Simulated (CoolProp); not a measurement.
Computed with CoolProp (reference Helmholtz-energy equation of state, Thol 2016).

Question: For R1234ze(E), give the phase and the conductivity (mW/(m K)), fugacity coefficient at 75.75 °C and 0.954 MPa.

Answer: 
- 75.75 °C and 0.954 MPa: gas; conductivity 18.1, fugacity coefficient 0.875

Thermal conductivity comes from a separate model (Perkins 2011).
